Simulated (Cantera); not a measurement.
**Equilibrium for silicon oxide and oxynitride deposition: TEOS + NO + N₂**

Input: 1 mol TEOS, 8.2 mol NO, 1.3 mol N₂, held at 1.00 bar.

These are equilibrium values from Cantera (NASA tables, ideal gas, pure condensed phases), not measurements of a reactor. Candidate condensed phases: C, C₆H₆, C₇H₈, C₈H₁₈, H₂O, Si, SiC, SiO₂, Si₂N₂O, Si₃N₄; 151 gas species. The feed counts by its element totals alone. The tables hold silica as quartz up to 1696 K and as liquid above; real silica turns to tridymite and cristobalite and melts near 1996 K. Gases not in the tables: Si(OH)₄. Equilibrium is a limit: real reactors are often held back by kinetics, nucleation or transport.

| T (K) | x H₂O | x H₂ | x N₂ | x CO | x CO₂ | x CH₄ | n C(graphite) | n SiO₂(α-quartz) | n SiO₂(β-quartz) | n SiO₂(condensed) | n SiO₂(l) |
|---|---|---|---|---|---|---|---|---|---|---|---|
| 550 | 0.388 | 0.0167 | 0.345 | 9.86e-5 | 0.132 | 0.118 | 4.09 | 1.00 | 0 | 0 | 0 |
| 700 | 0.295 | 0.109 | 0.328 | 0.00629 | 0.160 | 0.102 | 3.60 | 1.00 | 0 | 0 | 0 |
| 850 | 0.161 | 0.275 | 0.286 | 0.0830 | 0.148 | 0.0470 | 2.75 | 0 | 1.00 | 0 | 0 |
| 1000 | 0.0503 | 0.365 | 0.236 | 0.283 | 0.0559 | 0.0103 | 0 | 0 | 1.00 | 0 | 0 |
| 1150 | 0.0559 | 0.371 | 0.231 | 0.303 | 0.0385 | 0.000304 | 0 | 0 | 1.00 | 0 | 0 |
| 1300 | 0.0633 | 0.364 | 0.231 | 0.311 | 0.0307 | 1.70e-5 | 0 | 0 | 1.00 | 0 | 0 |
| 1450 | 0.0686 | 0.359 | 0.231 | 0.316 | 0.0254 | 1.76e-6 | 0 | 0 | 1.00 | 0 | 0 |
| 1600 | 0.0723 | 0.355 | 0.231 | 0.320 | 0.0217 | 2.83e-7 | 0 | 0 | 1.000 | 0 | 0 |
| 1750 | 0.0750 | 0.352 | 0.231 | 0.323 | 0.0190 | 6.32e-8 | 0 | 0 | 0 | 1.000 | 0 |
| 1900 | 0.0771 | 0.350 | 0.231 | 0.325 | 0.0170 | 1.81e-8 | 0 | 0 | 0 | 0.999 | 0 |
| 2050 | 0.0790 | 0.347 | 0.230 | 0.326 | 0.0156 | 6.21e-9 | 0 | 0 | 0 | 0 | 0.984 |
x: gas mole fraction; n: condensed amount in mol.

From 550 K to 700 K the condensed part is C(graphite) + SiO₂(α-quartz). At 850 K the condensed part is C(graphite) + SiO₂(β-quartz). From 1000 K to 1600 K the condensed part is SiO₂(β-quartz). From 1750 K to 1900 K the condensed part is SiO₂(condensed). At 2050 K the condensed part is SiO₂(l).
